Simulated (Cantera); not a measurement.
A Cantera script and what it prints.

```python
import numpy as np
import cantera as ct

gas_names = """
    Ca CaO CaOH CaO2H2 Ca2 H HO2 H2 H2O H2O2 O OH O2 O3
""".split()
cond_names = """
    Ca(a) Ca(b) Ca(L) CaO(s) CaO(L) CaO2H2(s) H2O(s) H2O(L)
""".split()


def load(file, names, dense=False):
    # The tables refer to 1 bar. Condensed volumes are neglected.
    table = {s.name: s for s in ct.Species.list_from_file(file)}
    out = []
    for n in names:
        d = dict(table[n].input_data)
        d["thermo"] = dict(d["thermo"], **{"reference-pressure": 1e5})
        if dense:
            d["equation-of-state"] = {"model": "constant-volume", "density": "1e6 g/cm^3"}
        out.append(ct.Species.from_dict(d))
    return out


gas = ct.Solution(thermo="ideal-gas", species=load("nasa_gas.yaml", gas_names))
cond = {s.name: ct.Solution(thermo="fixed-stoichiometry", species=[s], name=s.name)
        for s in load("nasa_condensed.yaml", cond_names, dense=True)}
atoms = {
    'Ca(OH)2': {'Ca': 1, 'O': 2, 'H': 2},
    'H2': {'H': 2},
    'O2': {'O': 2},
}
top_T = {}  # K; cautious upper limits of use, not melting points


def equilibrate(T, P, feed):
    n = {}
    for name, mol in feed.items():
        for a, k in atoms[name].items():
            n[a] = n.get(a, 0.0) + k * mol
    gas.TPX = T, P, n
    mass = sum(n.values()) * gas.mean_molecular_weight
    gas.equilibrate("TP")
    valid = [c for c in cond.values() if c.min_temp <= T <= top_T.get(c.name, c.max_temp)]
    mix = ct.Mixture([(gas, mass / gas.mean_molecular_weight)] + [(c, 0.0) for c in valid])
    mix.T, mix.P = T, P
    mix.equilibrate("TP", solver="vcs", rtol=1e-11, max_steps=5000)
    return mix


results = []
feed = {'Ca(OH)2': 1, 'H2': 0.057, 'O2': 4.9}  # mol
T = 1698.15  # K
P = 69000  # Pa
mix = equilibrate(T, P, feed)
results.append((T, P, feed, dict(zip(mix.species_names, mix.species_moles))))
x = sorted(zip(gas.X, gas.species_names), reverse=True)
print(f"T = {T:g} K  P = {P:g} Pa  gas = {mix.phase_moles(0):.4g} mol")
print("   x: " + "  ".join(f"{s} {v:.3e}" for v, s in x if v > 0.001))
print("   condensed (mol): " + ("  ".join(f"{mix.phase(i).name} {mix.phase_moles(i):.4g}"
      for i in range(1, mix.n_phases) if mix.phase_moles(i) > 1e-12) or "none"))
```

It prints:

```
T = 1698.15 K  P = 69000 Pa  gas = 5.93 mol
   x: O2 8.213e-01  H2O 1.779e-01
   condensed (mol): CaO(s) 1
```

Cantera equilibrium calculation (NASA polynomials, part measured and part estimated; ideal gas, pure solids and liquids).
